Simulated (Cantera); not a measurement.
What does this Cantera script print?

```python
import numpy as np
import cantera as ct

gas_names = """
    CL CL2 H HCL H2 Si SiCL SiCL2 SiCL3 SiCL4 SiH SiHCL3 SiH2 SiH2CL2 SiH3 SiH3CL SiH4 Si2 Si3
""".split()
cond_names = """
    Si(cr) Si(L)
""".split()


# ... load() reads the species with a 1 bar reference pressure and builds the phases ...
atoms = {
    'Si': {'Si': 1},
    'Cl2': {'CL': 2},
    'H2': {'H': 2},
}
top_T = {}  # K; cautious upper limits of use, not melting points


# ... equilibrate(T, P, feed) seeds the gas with the atoms and calls Mixture.equilibrate('TP', solver="vcs", rtol=1e-11, max_steps=5000) ...
results = []
feed = {'Si': 1, 'Cl2': 0.59, 'H2': 10}  # mol
P = 10000  # Pa
for T in [623, 673, 723, 773, 823, 873, 923, 973, 1023, 1073, 1123, 1173, 1223, 1273]:
    mix = equilibrate(T, P, feed)
    results.append((T, P, feed, dict(zip(mix.species_names, mix.species_moles))))
    x = sorted(zip(gas.X, gas.species_names), reverse=True)
    print(f"T = {T:g} K  P = {P:g} Pa  gas = {mix.phase_moles(0):.4g} mol")
    print("   x: " + "  ".join(f"{s} {v:.3e}" for v, s in x if v > 1e-06))
    print("   condensed (mol): " + ("  ".join(f"{mix.phase(i).name} {mix.phase_moles(i):.4g}"
          for i in range(1, mix.n_phases) if mix.phase_moles(i) > 1e-12) or "none"))
```

Output:

```
T = 623 K  P = 10000 Pa  gas = 10.26 mol
   x: H2 9.682e-01  SiCL4 2.000e-02  SiHCL3 1.139e-02  SiH2CL2 3.486e-04  HCL 7.871e-05  SiH3CL 2.134e-06
   condensed (mol): Si(cr) 0.6742
T = 673 K  P = 10000 Pa  gas = 10.27 mol
   x: H2 9.681e-01  SiCL4 2.013e-02  SiHCL3 1.114e-02  SiH2CL2 3.800e-04  HCL 2.211e-04  SiH3CL 2.717e-06  SiCL3 1.176e-06
   condensed (mol): Si(cr) 0.675
T = 723 K  P = 10000 Pa  gas = 10.27 mol
   x: H2 9.679e-01  SiCL4 2.022e-02  SiHCL3 1.090e-02  HCL 5.368e-04  SiH2CL2 4.070e-04  SiCL3 4.342e-06  SiH3CL 3.322e-06
   condensed (mol): Si(cr) 0.6763
T = 773 K  P = 10000 Pa  gas = 10.27 mol
   x: H2 9.675e-01  SiCL4 2.023e-02  SiHCL3 1.064e-02  HCL 1.158e-03  SiH2CL2 4.298e-04  SiCL3 1.348e-05  SiH3CL 3.933e-06  SiCL2 1.301e-06
   condensed (mol): Si(cr) 0.6784
T = 823 K  P = 10000 Pa  gas = 10.27 mol
   x: H2 9.668e-01  SiCL4 2.013e-02  SiHCL3 1.036e-02  HCL 2.267e-03  SiH2CL2 4.482e-04  SiCL3 3.622e-05  SiCL2 5.853e-06  SiH3CL 4.535e-06
   condensed (mol): Si(cr) 0.6818
T = 873 K  P = 10000 Pa  gas = 10.28 mol
   x: H2 9.655e-01  SiCL4 1.985e-02  SiHCL3 1.003e-02  HCL 4.093e-03  SiH2CL2 4.618e-04  SiCL3 8.618e-05  SiCL2 2.199e-05  SiH3CL 5.116e-06
   condensed (mol): Si(cr) 0.687
T = 923 K  P = 10000 Pa  gas = 10.29 mol
   x: H2 9.634e-01  SiCL4 1.932e-02  SiHCL3 9.629e-03  HCL 6.892e-03  SiH2CL2 4.699e-04  SiCL3 1.844e-04  SiCL2 7.084e-05  SiH3CL 5.657e-06
   condensed (mol): Si(cr) 0.6947
T = 973 K  P = 10000 Pa  gas = 10.3 mol
   x: H2 9.605e-01  SiCL4 1.846e-02  HCL 1.092e-02  SiHCL3 9.125e-03  SiH2CL2 4.711e-04  SiCL3 3.585e-04  SiCL2 1.996e-04  SiH3CL 6.138e-06
   condensed (mol): Si(cr) 0.7052
T = 1023 K  P = 10000 Pa  gas = 10.32 mol
   x: H2 9.564e-01  SiCL4 1.717e-02  HCL 1.639e-02  SiHCL3 8.482e-03  SiCL3 6.371e-04  SiCL2 4.991e-04  SiH2CL2 4.638e-04  SiH3CL 6.536e-06
   condensed (mol): Si(cr) 0.7187
T = 1073 K  P = 10000 Pa  gas = 10.34 mol
   x: H2 9.510e-01  HCL 2.337e-02  SiCL4 1.537e-02  SiHCL3 7.666e-03  SiCL2 1.117e-03  SiCL3 1.036e-03  SiH2CL2 4.462e-04  SiH3CL 6.820e-06
   condensed (mol): Si(cr) 0.7348
T = 1123 K  P = 10000 Pa  gas = 10.37 mol
   x: H2 9.444e-01  HCL 3.172e-02  SiCL4 1.303e-02  SiHCL3 6.654e-03  SiCL2 2.250e-03  SiCL3 1.536e-03  SiH2CL2 4.162e-04  SiH3CL 6.954e-06
   condensed (mol): Si(cr) 0.7521
T = 1173 K  P = 10000 Pa  gas = 10.41 mol
   x: H2 9.369e-01  HCL 4.095e-02  SiCL4 1.024e-02  SiHCL3 5.458e-03  SiCL2 4.071e-03  SiCL3 2.056e-03  SiH2CL2 3.726e-04  SiH3CL 6.903e-06
   condensed (mol): Si(cr) 0.7688
T = 1223 K  P = 10000 Pa  gas = 10.45 mol
   x: H2 9.290e-01  HCL 5.017e-02  SiCL4 7.266e-03  SiCL2 6.592e-03  SiHCL3 4.153e-03  SiCL3 2.451e-03  SiH2CL2 3.164e-04  SiH3CL 6.641e-06
   condensed (mol): Si(cr) 0.7827
T = 1273 K  P = 10000 Pa  gas = 10.5 mol
   x: H2 9.219e-01  HCL 5.825e-02  SiCL2 9.519e-03  SiCL4 4.562e-03  SiHCL3 2.885e-03  SiCL3 2.574e-03  SiH2CL2 2.526e-04  SiH3CL 6.173e-06  H 2.165e-06
   condensed (mol): Si(cr) 0.7922
```

These are equilibrium values from Cantera (NASA tables, ideal gas, pure condensed phases), not measurements of a reactor. The tables' values for SiCl3 are old estimates; treat these amounts as uncertain.
